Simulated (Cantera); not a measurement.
Cantera run, input and output.

```python
import numpy as np
import cantera as ct

gas = ct.Solution("gri30.yaml")


def delay(T, t_max=10):
    gas.TPX = T, 101325, {'H2': 1, 'O2': 0.455, 'N2': 1.71}
    reactor = ct.IdealGasConstPressureReactor(gas, clone=False)
    net = ct.ReactorNet([reactor])
    net.rtol, net.atol = 1e-8, 1e-16
    while net.time < t_max:
        t_old, T_old = net.time, reactor.T
        net.step()
        if reactor.T > T + 400:  # ignition: a rise of 400 K
            return t_old + (T + 400 - T_old) / (reactor.T - T_old) * (net.time - t_old)
    return np.nan


taus = []
for T in [925, 1025, 1125, 1225, 1325, 1425]:
    taus.append(delay(T))
    print(f"T0 = {T:6g} K   tau = {taus[-1]:.4e} s")
```

Result:

```
T0 =    925 K   tau = 6.2883e-02 s
T0 =   1025 K   tau = 2.0015e-04 s
T0 =   1125 K   tau = 7.4124e-05 s
T0 =   1225 K   tau = 4.1263e-05 s
T0 =   1325 K   tau = 2.7344e-05 s
T0 =   1425 K   tau = 2.0543e-05 s
```

Detailed kinetics in Cantera: GRI-Mech 3.0 (53 species, 325 reactions). Below about 950 K walls govern HO2 and H2O2 in real vessels.
